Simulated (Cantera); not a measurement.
## Low-pressure radical oxidation in H2/O2

A perfectly stirred reactor is fed with H2 : O2 = 0.025 : 1 (molar parts), at 10.00 Torr; it is held at 1325 K, and followed from long to short residence time.

Cantera simulation using the H2/O2 subset of GRI-Mech 3.0, which has no nitrogen chemistry; the numbers are that mechanism's predictions, not measurements. Radical loss at walls, strong at low pressure, is not modelled.

```json
[
 {"τ (s)": "12", "x H2": "1.73e-5", "x O2": "0.974", "x O": "0.000871", "x H": "1.71e-5", "x HO2": "2.45e-7"},
 {"τ (s)": "4.9", "x H2": "2.99e-5", "x O2": "0.973", "x O": "0.00155", "x H": "4.07e-5", "x HO2": "3.55e-7"},
 {"τ (s)": "2.0", "x H2": "5.10e-5", "x O2": "0.972", "x O": "0.00271", "x H": "9.39e-5", "x HO2": "4.96e-7"},
 {"τ (s)": "0.79", "x H2": "8.70e-5", "x O2": "0.970", "x O": "0.00466", "x H": "0.000212", "x HO2": "6.69e-7"},
 {"τ (s)": "0.32", "x H2": "0.000143", "x O2": "0.967", "x O": "0.00746", "x H": "0.000432", "x HO2": "8.50e-7"},
 {"τ (s)": "0.13", "x H2": "0.000227", "x O2": "0.963", "x O": "0.0109", "x H": "0.000774", "x HO2": "1.02e-6"},
 {"τ (s)": "0.051", "x H2": "0.000368", "x O2": "0.959", "x O": "0.0143", "x H": "0.00120", "x HO2": "1.17e-6"},
 {"τ (s)": "0.020", "x H2": "0.000637", "x O2": "0.957", "x O": "0.0165", "x H": "0.00160", "x HO2": "1.29e-6"},
 {"τ (s)": "0.0082", "x H2": "0.00119", "x O2": "0.956", "x O": "0.0170", "x H": "0.00194", "x HO2": "1.41e-6"},
 {"τ (s)": "0.0033", "x H2": "0.00241", "x O2": "0.957", "x O": "0.0160", "x H": "0.00222", "x HO2": "1.53e-6"},
 {"τ (s)": "0.0013", "x H2": "0.00516", "x O2": "0.959", "x O": "0.0133", "x H": "0.00231", "x HO2": "1.61e-6"}
]
```
x: mole fraction; the columns are a selection and need not sum to one.
